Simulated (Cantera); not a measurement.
Cantera run, input and output.

```python
import numpy as np
import cantera as ct

gas = ct.Solution("gri30.yaml")
gas.TPX = 1123, 1000000, {'C3H8': 1, 'O2': 5, 'N2': 18.8}
reactor = ct.IdealGasReactor(gas, energy="on", clone=False)
net = ct.ReactorNet([reactor])
net.rtol, net.atol = 1e-08, 1e-16
show = ['C3H8', 'O2', 'CO2', 'C2H', 'CH2O']
times = np.geomspace(1e-06, 3, 10)

steps = ct.SolutionArray(gas, extra=["t"])
rows = []
print(f"{'t/s':>10s}{'T/K':>9s}{'P/Pa':>11s}" + "".join(f"{s:>11s}" for s in show))
for t in times:
    while net.time < t:
        t_next = net.step()
        steps.append(gas.state, t=t_next)
    rows.append([np.interp(t, steps.t, y) for y in (steps.T, steps.P, *steps(*show).X.T)])
    print(f"{t:10.3e}{rows[-1][0]:9.1f}{rows[-1][1]:11.4g}" + "".join(f"{x:11.3e}" for x in rows[-1][2:]))
rate = np.gradient(steps.T, steps.t)
print("integrator steps:", len(steps.t))
if steps.T.max() > steps.T[0] + 200:
    print(f"time of steepest temperature rise: {steps.t[rate.argmax()]:.4e} s")
gas.TPX = 1123, 1000000, {'C3H8': 1, 'O2': 5, 'N2': 18.8}
gas.equilibrate("UV")
print(f"equilibrium (UV): T = {gas.T:.1f} K  " + "  ".join(f"{s} {gas[s].X[0]:.3e}" for s in show))
```

Result:

```
       t/s      T/K       P/Pa       C3H8         O2        CO2        C2H       CH2O
 1.000e-06   1123.0      1e+06  4.032e-02  2.016e-01  1.332e-16  6.814e-30  9.069e-11
 5.244e-06   1123.0      1e+06  4.032e-02  2.016e-01  1.698e-14  2.068e-27  2.794e-09
 2.750e-05   1123.0      1e+06  4.032e-02  2.016e-01  3.327e-12  2.319e-24  1.035e-07
 1.442e-04   1123.0      1e+06  4.030e-02  2.016e-01  9.293e-10  9.650e-21  4.954e-06
 7.563e-04   1123.1      1e+06  4.007e-02  2.015e-01  2.074e-08  1.736e-18  5.895e-05
 3.966e-03   1126.0  1.005e+06  3.805e-02  2.003e-01  6.597e-07  4.437e-16  5.302e-04
 2.080e-02   3010.1  2.879e+06  1.389e-37  1.443e-02  7.327e-02  1.547e-17  4.394e-09
 1.091e-01   3010.1  2.879e+06  1.389e-37  1.443e-02  7.327e-02  1.547e-17  4.394e-09
 5.721e-01   3010.1  2.879e+06  1.389e-37  1.443e-02  7.327e-02  1.547e-17  4.394e-09
 3.000e+00   3010.1  2.879e+06  1.389e-37  1.443e-02  7.327e-02  1.547e-17  4.394e-09
integrator steps: 2547
time of steepest temperature rise: 6.6779e-03 s
equilibrium (UV): T = 3010.1 K  C3H8 2.163e-37  O2 1.443e-02  CO2 7.327e-02  C2H 1.639e-17  CH2O 4.394e-09
```

Cantera simulation using GRI-Mech 3.0 (53 species, 325 reactions); the numbers are that mechanism's predictions, not measurements. GRI-Mech 3.0 was tuned for natural gas; its chemistry of propane as a main component is partial and can be far from experiment. Above 3000 K some thermodynamic fits are extrapolated.
